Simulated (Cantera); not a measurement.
**Equilibrium for roasting and sulfation: FeS2 + SO2 + N2**

Charge: 1 mol FeS2, 1 mol SO2, a varied amount of N2, equilibrated at 1398 K and 750 Torr.

Method: chemical equilibrium by Gibbs-energy minimisation in Cantera with the NASA 1993 tables (ideal gas, pure condensed phases). Candidate condensed phases: Fe, FeO, FeS, FeSO4, FeS2, Fe2O3, Fe2(SO4)3, Fe3O4, S; 19 gas species. FeS: taken at fixed stoichiometry. Equilibrium is a limit: real reactors are often held back by kinetics, nucleation or transport.

```json
[
 {"n(N2) (mol)": "0.51", "x N2": "0.254", "x SO2": "0.492", "x S2": "0.240", "x S2O": "0.0123", "x SO": "0.00207", "x S": "5.60e-6", "x SO3": "4.58e-7", "x SN": "4.13e-8", "n FeS(s)": "1.00"},
 {"n(N2) (mol)": "0.89", "x N2": "0.373", "x SO2": "0.413", "x S2": "0.202", "x S2O": "0.00989", "x SO": "0.00182", "x S": "5.14e-6", "x SO3": "3.69e-7", "x SN": "4.59e-8", "n FeS(s)": "1.00"},
 {"n(N2) (mol)": "1.6", "x N2": "0.517", "x SO2": "0.319", "x S2": "0.156", "x S2O": "0.00715", "x SO": "0.00150", "x S": "4.51e-6", "x SO3": "2.66e-7", "x SN": "4.75e-8", "n FeS(s)": "1.00"},
 {"n(N2) (mol)": "2.7", "x N2": "0.643", "x SO2": "0.235", "x S2": "0.115", "x S2O": "0.00490", "x SO": "0.00119", "x S": "3.88e-6", "x SO3": "1.82e-7", "x SN": "4.56e-8", "n FeS(s)": "1.00"},
 {"n(N2) (mol)": "4.8", "x N2": "0.762", "x SO2": "0.157", "x S2": "0.0770", "x S2O": "0.00296", "x SO": "0.000882", "x S": "3.17e-6", "x SO3": "1.10e-7", "x SN": "4.05e-8", "n FeS(s)": "1.00"},
 {"n(N2) (mol)": "8.5", "x N2": "0.850", "x SO2": "0.0989", "x S2": "0.0486", "x S2O": "0.00166", "x SO": "0.000624", "x S": "2.52e-6", "x SO3": "6.15e-8", "x SN": "3.40e-8", "n FeS(s)": "1.00"},
 {"n(N2) (mol)": "15", "x N2": "0.909", "x SO2": "0.0600", "x S2": "0.0295", "x S2O": "0.000892", "x SO": "0.000429", "x S": "1.96e-6", "x SO3": "3.29e-8", "x SN": "2.74e-8", "n FeS(s)": "1.00"},
 {"n(N2) (mol)": "26", "x N2": "0.945", "x SO2": "0.0360", "x S2": "0.0178", "x S2O": "0.000472", "x SO": "0.000293", "x S": "1.52e-6", "x SO3": "1.74e-8", "x SN": "2.17e-8", "n FeS(s)": "1.00"},
 {"n(N2) (mol)": "46", "x N2": "0.968", "x SO2": "0.0208", "x S2": "0.0103", "x S2O": "0.000239", "x SO": "0.000194", "x S": "1.16e-6", "x SO3": "8.77e-9", "x SN": "1.67e-8", "n FeS(s)": "1.00"}
]
```
x: gas mole fraction; n: condensed amount in mol.

From 0.51 mol N2 to 46 mol N2 the condensed part is FeS(s).
